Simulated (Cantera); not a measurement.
Mixture: CO : H2 : O2 : N2 = 1 : 0.046 : 0.475 : 1.79 (molar parts), equivalence ratio 1.1, at 1.60 bar, adiabatic and at constant volume. Ignition delay is the time to a rise of 400 K.

Cantera simulation using GRI-Mech 3.0 (53 species, 325 reactions); the numbers are that mechanism's predictions, not measurements. Below about 950 K walls govern HO2 and H2O2 in real vessels. Where the delays flatten at high temperature, the 400 K rule measures the pace of heat release, not the induction time.

Problem. What does this change do: CO 1 to 0.74 parts?

Solution. 
| quantity | before | after |
|---|---|---|
| delay at 948 K | 8.76 ms | 9.72 ms |
| delay at 1098 K | 0.208 ms | 0.200 ms |
| delay at 1248 K | 77.4 µs | 76.8 µs |
| delay at 1398 K | 49.1 µs | 50.1 µs |
| delay at 1548 K | 38.7 µs | 40.4 µs |
